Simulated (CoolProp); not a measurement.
A Linde-Hampson liquefier for nitrogen: isothermal reversible compression at 280 K from 1 atm to 20 MPa, throttling to 1 atm, return gas leaving the recuperator 0 K below the feed. Each further row changes one setting.

Computed with CoolProp (reference Helmholtz-energy equation of state, Span 2000).

```tsv
case	liquid yield per pass	compression work (kJ/kg of gas)
as stated	?	438
high pressure 40 MPa	?	503
warm-end temperature 310 K	0.067	?
warm-end gap 5 K	?	438
```

Problem. What belongs in the gaps?

Solution. 
- as stated, liquid yield per pass: 0.092
- high pressure 40 MPa, liquid yield per pass: 0.114
- warm-end temperature 310 K, compression work (kJ/kg of gas): 488
- warm-end gap 5 K, liquid yield per pass: 0.080
